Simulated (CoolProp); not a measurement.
Computed with CoolProp (reference Helmholtz-energy equation of state, Rui 2013).

### Question
Give the vapour pressure (MPa), vapour density (kg/m³), liquid viscosity (µPa s), liquid conductivity (mW/(m K)) of saturated R236EA at 281.1, 301, 334.2 K.

### Answer
| T (K) | p (MPa) | vapour density (kg/m³) | liquid viscosity (µPa s) | liquid conductivity (mW/(m K)) |
|---|---|---|---|---|
| 281.1 | 0.109 | 7.43 | 489 | 86.1 |
| 301 | 0.227 | 15.0 | 368 | 78.7 |
| 334.2 | 0.620 | 40.2 | 239 | 67.4 |

Viscosity comes from a separate model (Huber 2003), an estimate that may be off by 10 % or more. Thermal conductivity comes from a separate model (Huber 2003), an estimate that may be off by 10 % or more.
